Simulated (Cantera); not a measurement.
A closed system holds: 1 mol SiH₂Cl₂, 1.1 mol H₂O, 64 mol H₂, at 1600 °C and 93.0 Pa.

Equilibrium computed with Cantera from the NASA thermochemical tables; the gas is ideal and each condensed phase is pure. Candidate condensed phases: H₂O, Si, SiO₂; 30 gas species. Rates play no part.

Base state: H₂ 0.934, HCl 0.0286, H 0.0205, SiO 0.0145, H₂O 0.00145, Cl 0.000474 (mole fractions); condensed: gas only.

Problem. What changes in the equilibrium state with this change: pressure from 93.0 Pa to 11000 Pa?

Solution. 
```
species    before    after
-------  --------  -------
H₂          0.934    0.953
HCl        0.0286   0.0293
SiO        0.0145   0.0147
H          0.0205  0.00190
Cl       0.000474  4.42e-5
H₂O       0.00145  0.00147
```
